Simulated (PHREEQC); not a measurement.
Solution (25 °C): 170 mmol/kgw H2SO4, 7.5 mmol/kgw MgSO4 and 16 mmol/kgw KBr. Closed to the air; pH follows from the charge balance.

All values are PHREEQC results (ion-association model, wateq4f.dat), not measurements.

No solid was allowed to form.

**Question.** What pH does the model give?

**Answer.** pH 0.82.

**Question.** In which forms is Mg present?

**Answer.** Mg+2 66 %, MgSO4 34 % of the Mg.

Complexes and solids missing from the database can't appear.
